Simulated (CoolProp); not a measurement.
Vapour-liquid equilibrium of R143a (1) + propane (2) at 1.59 bar; x and y are mole fractions of (1).

Computed with CoolProp (multi-fluid Helmholtz-energy mixture model, Lemmon and Jacobsen 2000 and Lemmon 2009; pair parameters Bell 2016).

```json
[
 {"x": "0.05", "bubble temperature (°C)": "-35.9", "y at the bubble point": "0.198", "dew temperature at overall composition x (°C)": "-32.5", "liquid density (mol/L)": "12.97"},
 {"x": "0.15", "bubble temperature (°C)": "-40.4", "y at the bubble point": "___", "dew temperature at overall composition x (°C)": "___", "liquid density (mol/L)": "13.05"},
 {"x": "0.25", "bubble temperature (°C)": "-42.2", "y at the bubble point": "___", "dew temperature at overall composition x (°C)": "-37.1", "liquid density (mol/L)": "13.07"},
 {"x": "0.35", "bubble temperature (°C)": "-42.9", "y at the bubble point": "0.501", "dew temperature at overall composition x (°C)": "-39.6", "liquid density (mol/L)": "13.09"},
 {"x": "0.45", "bubble temperature (°C)": "-43.3", "y at the bubble point": "0.531", "dew temperature at overall composition x (°C)": "-42.0", "liquid density (mol/L)": "13.13"},
 {"x": "0.55", "bubble temperature (°C)": "-43.4", "y at the bubble point": "0.559", "dew temperature at overall composition x (°C)": "-43.4", "liquid density (mol/L)": "13.19"},
 {"x": "0.65", "bubble temperature (°C)": "-43.3", "y at the bubble point": "___", "dew temperature at overall composition x (°C)": "-42.8", "liquid density (mol/L)": "___"},
 {"x": "0.75", "bubble temperature (°C)": "-42.9", "y at the bubble point": "0.644", "dew temperature at overall composition x (°C)": "-41.4", "liquid density (mol/L)": "___"},
 {"x": "0.85", "bubble temperature (°C)": "-41.7", "y at the bubble point": "0.727", "dew temperature at overall composition x (°C)": "-39.7", "liquid density (mol/L)": "___"},
 {"x": "0.95", "bubble temperature (°C)": "-39.3", "y at the bubble point": "0.878", "dew temperature at overall composition x (°C)": "-38.1", "liquid density (mol/L)": "13.53"}
]
```

### Question
What belongs in the gaps?

### Answer

- 0.15, y at the bubble point: 0.381
- 0.15, dew temperature at overall composition x (°C): -34.7
- 0.25, y at the bubble point: 0.459
- 0.65, y at the bubble point: 0.593
- 0.65, liquid density (mol/L): 13.26
- 0.75, liquid density (mol/L): 13.35
- 0.85, liquid density (mol/L): 13.45

y crosses x between x = 0.55 and 0.65: the model has an azeotrope there.

Pair parameters are fitted to limited data, so mixtures are less certain than the pure fluids.
